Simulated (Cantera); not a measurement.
**Equilibrium for fluorocarbon and chlorocarbon gases: CH3Cl + F2 + Si**

Feed: 1 mol CH3Cl, 0.017 mol F2, 0.012 mol Si, equilibrated at 17.0 Pa.

Equilibrium computed with Cantera from the NASA thermochemical tables; the gas is ideal and each condensed phase is pure. Candidate condensed phases: C, C6H6, C7H8, C8H18, Si, SiC; 143 gas species. The tables' values for SiCl, SiF2, SiF are old estimates; treat these amounts as uncertain. Rates play no part.

| T (K) | x H | x H2 | x HCl | x Cl | x HF | n C(graphite) |
|---|---|---|---|---|---|---|
| 2050 | 0.113 | 0.424 | 0.369 | 0.0731 | 0.0149 | 0.998 |
| 2100 | 0.151 | 0.399 | 0.336 | 0.0935 | 0.0144 | 0.997 |
| 2150 | 0.197 | 0.370 | 0.298 | 0.116 | 0.0139 | 0.995 |
| 2200 | 0.250 | 0.335 | 0.257 | 0.139 | 0.0133 | 0.994 |
| 2250 | 0.310 | 0.296 | 0.214 | 0.162 | 0.0127 | 0.992 |
| 2300 | 0.374 | 0.253 | 0.172 | 0.183 | 0.0120 | 0.990 |
| 2350 | 0.438 | 0.210 | 0.134 | 0.201 | 0.0113 | 0.986 |
| 2400 | 0.499 | 0.168 | 0.101 | 0.215 | 0.0107 | 0.981 |
| 2450 | 0.554 | 0.129 | 0.0741 | 0.226 | 0.0101 | 0.970 |
| 2500 | 0.599 | 0.0965 | 0.0530 | 0.233 | 0.00955 | 0.948 |
| 2550 | 0.633 | 0.0700 | 0.0372 | 0.237 | 0.00908 | 0.902 |
x: gas mole fraction; n: condensed amount in mol.

From 2050 K to 2550 K the condensed part is C(graphite). The main Si-bearing gas is SiCl2 at 2050 K and Si at 2550 K.
